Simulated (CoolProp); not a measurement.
A single-stage vapour-compression cycle with the fluid: evaporating at 211.15 K (dew point), condensing at 276.15 K (bubble point), superheat 8 K, subcooling 8 K, compressor efficiency 0.75, no pressure losses. The same conditions are run with several fluids, on thermodynamics alone (safety and materials aside).

Model: reference Helmholtz-energy equation of state of each fluid (nitrous oxide: Lemmon 2006; CH2F2 (R32): Tillner-Roth 1997; propane: Lemmon 2009; R22: Kamei 1995; R125: Lemmon 2005), in CoolProp.

```
fluid          cooling COP  pressure ratio  discharge temperature (K)  refrigerating effect (kJ/kg)  volumetric capacity (kJ/m³)
-------------  -----------  --------------  -------------------------  ----------------------------  ---------------------------
nitrous oxide         1.70             ___                      393.2                           ___                          ___
CH2F2 (R32)           1.85            15.4                      416.5                           306                          520
propane                ___             ___                      331.0                           325                          ___
R22                    ___            16.4                      374.3                           188                          302
R125                  1.85             ___                      310.2                           111                          363
```

Task: Some entries are withheld; supply them.

Result: 
- nitrous oxide, pressure ratio: 8.55
- nitrous oxide, refrigerating effect (kJ/kg): 241
- nitrous oxide, volumetric capacity (kJ/m³): 2440
- propane, cooling COP: 1.97
- propane, pressure ratio: 13.5
- propane, volumetric capacity (kJ/m³): 307
- R22, cooling COP: 1.94
- R125, pressure ratio: 15.2
